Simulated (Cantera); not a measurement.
# Silicon oxide and oxynitride deposition: SiF4 + N2O + H2

Charge: 1 mol SiF4, 1.4 mol N2O, 2.7 mol H2, at 1.33 mbar.

Method: chemical equilibrium by Gibbs-energy minimisation in Cantera with the NASA 1993 tables (ideal gas, pure condensed phases). Candidate condensed phases: H2O, Si, SiO2, Si2N2O, Si3N4; 58 gas species. The tables' values for SiF3, SiF2, SiO2 are old estimates; treat these amounts as uncertain. The tables hold silica as quartz up to 1696 K and as liquid above; real silica turns to tridymite and cristobalite and melts near 1996 K. Equilibrium is a limit: real reactors are often held back by kinetics, nucleation or transport.

From 1027 °C to 1377 °C the condensed part is SiO2(β-quartz). From 1427 °C to 1577 °C the condensed part is SiO2(condensed). The main Si-bearing gas is SiF4 at 1027 °C and SiO at 1577 °C.

```
T (°C)   x HF   x N2   x H2     x SiO  x SiF4    x H2O  n SiO2(β-quartz)  n SiO2(condensed)
------  -----  -----  -----  --------  ------  -------  ----------------  -----------------
1027    0.457  0.243  0.226   2.41e-8  0.0595   0.0148             0.657                  0
1077    0.461  0.243  0.225   1.83e-7  0.0583   0.0126             0.664                  0
1127    0.464  0.243  0.225   1.20e-6  0.0573   0.0108             0.669                  0
1177    0.466  0.242  0.225   6.89e-6  0.0564  0.00939             0.673                  0
1227    0.469  0.242  0.225   3.52e-5  0.0555  0.00821             0.676                  0
1277    0.471  0.242  0.224  0.000161  0.0545  0.00726             0.679                  0
1327    0.473  0.242  0.223  0.000658  0.0530  0.00650             0.679                  0
1377    0.477  0.241  0.219   0.00241  0.0506  0.00597             0.676                  0
1427    0.485  0.239  0.211   0.00760  0.0460  0.00575                 0              0.661
1477    0.501  0.234  0.194    0.0195  0.0380  0.00598                 0              0.624
1527    0.524  0.227  0.166    0.0394  0.0269  0.00695                 0              0.557
1577    0.550  0.218  0.135    0.0632  0.0154  0.00904                 0              0.468
```
x: gas mole fraction; n: condensed amount in mol.
